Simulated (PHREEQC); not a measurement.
# Polishing slurry liquid: speciation

Make-up at 25 °C: 0.018 mol/kgw K2CO3, 1.7e-06 mol/kgw H4SiO4 and 0.28 mol/kgw KH2PO4. Closed to the air; pH follows from the charge balance.

Equilibrium calculation in PHREEQC: ion-association model, phreeqc.dat.

No solid was allowed to form.

**Question.** Estimate the pH, specific conductance.

**Answer.** pH 5.78; specific conductance 24800 µS/cm.

**Question.** In which forms is C present?

**Answer.** CO2 71 %, HCO3- 29 % of the C.

Species that the database lacks are ignored.
